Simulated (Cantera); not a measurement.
Feed: 1 mol Cu, 4 mol CO, 8.1 mol N₂, 0.024 mol O₂, held at 0.100 bar.

Cantera equilibrium calculation (NASA polynomials, part measured and part estimated; ideal gas, pure solids and liquids). Candidate condensed phases: C, Cu, CuO, Cu₂O; 27 gas species. Equilibrium is a limit: real reactors are often held back by kinetics, nucleation or transport.

Q: At 1250 K, list the 3 most abundant gas species with their mole fractions, and the condensed phases.

A: N₂ 0.669, CO 0.327, CO₂ 0.00397. Condensed: Cu(s).
